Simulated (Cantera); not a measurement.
Cantera run:

```python
import numpy as np
import cantera as ct

gas_names = """
    H HO2 H2 H2O H2O2 Hg O OH O2 O3
""".split()
cond_names = """
    H2O(s) H2O(L) Hg(cr) Hg(L) HgO(s)
""".split()


# ... load() reads the species with a 1 bar reference pressure and builds the phases ...
atoms = {
    'HgO': {'Hg': 1, 'O': 1},
    'H2': {'H': 2},
}
top_T = {}  # K; cautious upper limits of use, not melting points


# ... equilibrate(T, P, feed) seeds the gas with the atoms and calls Mixture.equilibrate('TP', solver="vcs", rtol=1e-11, max_steps=5000) ...
results = []
feed = {'HgO': 1, 'H2': 21}  # mol
T = 1648  # K
P = 101325  # Pa
mix = equilibrate(T, P, feed)
results.append((T, P, feed, dict(zip(mix.species_names, mix.species_moles))))
x = sorted(zip(gas.X, gas.species_names), reverse=True)
print(f"T = {T:g} K  P = {P:g} Pa  gas = {mix.phase_moles(0):.4g} mol")
print("   x: " + "  ".join(f"{s} {v:.3e}" for v, s in x if v > 1e-05))
print("   condensed (mol): " + ("  ".join(f"{mix.phase(i).name} {mix.phase_moles(i):.4g}"
      for i in range(1, mix.n_phases) if mix.phase_moles(i) > 1e-12) or "none"))
```

Output:

```
T = 1648 K  P = 101325 Pa  gas = 22 mol
   x: H2 9.090e-01  Hg 4.545e-02  H2O 4.545e-02  H 8.435e-05
   condensed (mol): none
```

Method: chemical equilibrium by Gibbs-energy minimisation in Cantera with the NASA 1993 tables (ideal gas, pure condensed phases).
